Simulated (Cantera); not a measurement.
An adiabatic, constant-volume homogeneous reactor starts with 23.4 % H₂, 12.2 % O₂, 64.5 % N₂, at 1625 K and 7.90 atm.

Detailed kinetics in Cantera: GRI-Mech 3.0 (53 species, 325 reactions). The hydrogen kinetics of GRI-Mech 3.0 are dated; newer H2 mechanisms differ, most at raised pressure. Above 3000 K some thermodynamic fits are extrapolated.

**Question.** Predict: time of steepest temperature rise; temperature at 3.00 s; equilibrium temperature; x(H₂) at 3.00 s; x(O₂) at 3.00 s; x(HO₂) at 3.00 s; x(H) at 3.00 s; x(H₂O₂) at 3.00 s; x(NO) at 3.00 s; x(NO₂) at 3.00 s.

**Answer.** 
```json
{
 "time_of_steepest_temperature_rise": "1.44 µs",
 "temperature at 3.00 s": "3081 K",
 "equilibrium_temperature": "3081 K",
 "x(H₂) at 3.00 s": "0.0320 (gas-phase equilibrium 0.0320)",
 "x(O₂) at 3.00 s": "0.0106 (gas-phase equilibrium 0.0106)",
 "x(HO₂) at 3.00 s": "1.45e-5 (gas-phase equilibrium 1.45e-5)",
 "x(H) at 3.00 s": "0.00976 (gas-phase equilibrium 0.00976)",
 "x(H₂O₂) at 3.00 s": "1.55e-6 (gas-phase equilibrium 1.55e-6)",
 "x(NO) at 3.00 s": "0.0112 (gas-phase equilibrium 0.0112)",
 "x(NO₂) at 3.00 s": "5.09e-6 (gas-phase equilibrium 5.09e-6)"
}
```
